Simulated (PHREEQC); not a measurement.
Make-up at 29 °C: 0.00088 mol LiOH and 6e-05 mol NaHS per kg of water. Closed to the air; pH follows from the charge balance.

All values are PHREEQC results (ion-association model, phreeqc.dat), not measurements.

No solid was allowed to form.

Q: Estimate the pH, specific conductance.

A: pH 10.79; specific conductance 229 µS/cm.
